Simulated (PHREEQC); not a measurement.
# Metal-bearing waste water (model solution)

A solution holds 0.015 mol CuSO4, 0.006 mol ZnCl2, 0.07 mol HCl and 0.00012 mol NaCl per kg of water, at 20 °C. Closed to the air; pH follows from the charge balance.

All values are PHREEQC results (ion-association model, wateq4f.dat), not measurements.

Each row changes one thing in this solution. Precipitation was switched off in this run.

```csv
case,pH,ionic strength (mol/kgw),Cu+2 (mol/kgw),HSO4- (mol/kgw),Zn+2 (mol/kgw),SO4-2 (mol/kgw),SI of Chalcanthite (CuSO4:5H2O),SI of Goslarite (ZnSO4:7H2O)
as made,1.30,0.120,0.0127,0.00864,0.00500,0.00427,-2.48,-3.55
temperature from 20 to 10 °C,1.29,0.122,0.0130,0.00802,0.00508,0.00474,(withheld),(withheld)
temperature from 20 to 65 °C,1.33,0.108,0.0100,0.0118,0.00413,0.00215,-3.07,(withheld)
0.0059 mol/kgw KCl added,1.30,0.126,0.0127,0.00860,0.00499,0.00430,-2.49,-3.56
CuSO4 from 0.015 to 0.003 mol/kgw,1.25,0.0941,0.00274,0.00196,0.00544,0.000813,(withheld),(withheld)
```

Fill in the missing entries.


- temperature from 20 to 10 °C, SI of Chalcanthite (CuSO4:5H2O): -2.38
- temperature from 20 to 10 °C, SI of Goslarite (ZnSO4:7H2O): -3.40
- temperature from 20 to 65 °C, SI of Goslarite (ZnSO4:7H2O): -4.30
- CuSO4 from 0.015 to 0.003 mol/kgw, SI of Chalcanthite (CuSO4:5H2O): -3.80
- CuSO4 from 0.015 to 0.003 mol/kgw, SI of Goslarite (ZnSO4:7H2O): -4.17

Complexes and solids missing from the database can't appear. Away from 25 °C the constants follow the database's enthalpies or fits; those with neither stay at their 25 °C values.
